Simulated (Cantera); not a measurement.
# Hydrocarbon pyrolysis for carbon deposition

An isothermal, constant-pressure homogeneous reactor starts with C₂H₆ : N₂ = 1.6 : 6.2 (molar parts), at 1925 K and 100000 Pa.

Cantera simulation using GRI-Mech 3.0 (53 species, 325 reactions); the numbers are that mechanism's predictions, not measurements. GRI-Mech 3.0 stops at C3 and has no aromatics, soot or wall deposition, so with more carbon than oxygen in the feed, carbon stays in small species such as C2H2 where larger ones or solid carbon would form.

```json
[
 {"t (s)": "6.00e-6", "x C₂H₆": "0.0317", "x CH₂": "0.000117", "x HCN": "3.02e-6", "x C₂H₂": "0.0218", "x H": "0.00162", "x CH₃": "0.0306", "x C₂H": "5.10e-6"},
 {"t (s)": "2.58e-5", "x C₂H₆": "0.000755", "x CH₂": "1.56e-5", "x HCN": "4.70e-6", "x C₂H₂": "0.0870", "x H": "0.000743", "x CH₃": "0.00526", "x C₂H": "5.21e-6"},
 {"t (s)": "0.000111", "x C₂H₆": "9.69e-5", "x CH₂": "3.17e-6", "x HCN": "4.80e-6", "x C₂H₂": "0.116", "x H": "0.000354", "x CH₃": "0.00195", "x C₂H": "2.80e-6"},
 {"t (s)": "0.000476", "x C₂H₆": "5.66e-5", "x CH₂": "2.57e-6", "x HCN": "5.09e-6", "x C₂H₂": "0.127", "x H": "0.000388", "x CH₃": "0.00152", "x C₂H": "3.05e-6"},
 {"t (s)": "0.00205", "x C₂H₆": "1.48e-5", "x CH₂": "1.49e-6", "x HCN": "6.13e-6", "x C₂H₂": "0.136", "x H": "0.000446", "x CH₃": "0.000792", "x C₂H": "3.34e-6"},
 {"t (s)": "0.00880", "x C₂H₆": "1.49e-6", "x CH₂": "5.33e-7", "x HCN": "8.16e-6", "x C₂H₂": "0.142", "x H": "0.000497", "x CH₃": "0.000254", "x C₂H": "3.61e-6"},
 {"t (s)": "0.0378", "x C₂H₆": "1.55e-7", "x CH₂": "1.64e-7", "x HCN": "1.08e-5", "x C₂H₂": "0.144", "x H": "0.000515", "x CH₃": "7.48e-5", "x C₂H": "3.70e-6"},
 {"t (s)": "0.162", "x C₂H₆": "8.75e-8", "x CH₂": "1.13e-7", "x HCN": "1.65e-5", "x C₂H₂": "0.145", "x H": "0.000517", "x CH₃": "5.10e-5", "x C₂H": "3.71e-6"},
 {"t (s)": "0.698", "x C₂H₆": "8.73e-8", "x CH₂": "1.13e-7", "x HCN": "4.39e-5", "x C₂H₂": "0.144", "x H": "0.000517", "x CH₃": "5.09e-5", "x C₂H": "3.71e-6"},
 {"t (s)": "3.00", "x C₂H₆": "8.72e-8", "x CH₂": "1.13e-7", "x HCN": "0.000188", "x C₂H₂": "0.144", "x H": "0.000517", "x CH₃": "5.09e-5", "x C₂H": "3.71e-6"}
]
```
x: mole fraction; the columns are a selection and need not sum to one.

Equilibrium at this temperature and pressure: C₂H₆ 4.81e-8, CH₂ 8.36e-8, HCN 0.131, C₂H₂ 0.0792, H 0.000518, CH₃ 3.78e-5, C₂H 2.03e-6 (gas phase only).
